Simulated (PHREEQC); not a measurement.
Consider water at 25 °C with 0.14 mol ZnCl2, 0.00054 mol H3AsO4 and 0.0049 mol CaSO4 per kg of water. Closed to the air; pH follows from the charge balance.

Computed with PHREEQC (ion-association model, wateq4f.dat).

* **pH**: 3.42
* **ionic strength**: 0.378 mol/kgw
* **activity of water**: 0.993
* **total alkalinity**: -0.540 meq/kg

| species | molality | activity | log γ |
|---|---|---|---|
| Cl- | 0.252 | 0.167 | -0.178 |
| Zn+2 | 0.113 | 0.0307 | -0.567 |
| ZnCl+ | 0.0207 | 0.0138 | -0.173 |
| Ca+2 | 0.00480 | 0.00132 | -0.562 |
| ZnSO4 | 0.00283 | 0.00309 | 0.038 |
| ZnCl2 | 0.00222 | 0.00243 | 0.038 |
| SO4-2 | 0.00187 | 0.000429 | -0.639 |
| ZnCl3- | 0.000680 | 0.000456 | -0.173 |
| H2AsO4- | 0.000514 | 0.000375 | -0.136 |
| H+ | 0.000491 | 0.000380 | -0.111 |
| ZnCl4-2 | 0.000161 | 3.83e-5 | -0.624 |
| CaSO4 | 0.000103 | 0.000112 | 0.038 |
| Zn(SO4)2-2 | 3.78e-5 | 1.08e-5 | -0.545 |
| H3AsO4 | 2.61e-5 | 2.85e-5 | 0.038 |

No solid was allowed to form. Complexes and solids missing from the database can't appear. The database has no arsenate complexes of Zn, Ca.
